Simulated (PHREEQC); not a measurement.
0.025 g of hydrous ferric oxide (600 m²/g; 0.2 weak and 0.005 strong sites per Fe, Dzombak-Morel constants, diffuse double layer) in 1 kg of water with 0.05 mol/kgw of an inert sodium salt, at 25 °C; the pH is set by adding NaOH or the inert anion's acid. Oxygen alone is held at its pressure in air (log pO2 = -0.68). CO2 from the air is kept out. No solid was allowed to form.

The numbers come from PHREEQC with the ion-association model, wateq4f.dat.

Q: Predict surface charge σ (C/m²) at pH = 5.33, 6, 10, 11.33, 12.

A: 
| pH | surface charge σ (C/m²) |
|---|---|
| 5.33 | 0.146 |
| 6 | 0.089 |
| 10 | -0.074 |
| 11.33 | -0.195 |
| 12 | -0.281 |

Complexes and solids missing from the database can't appear.
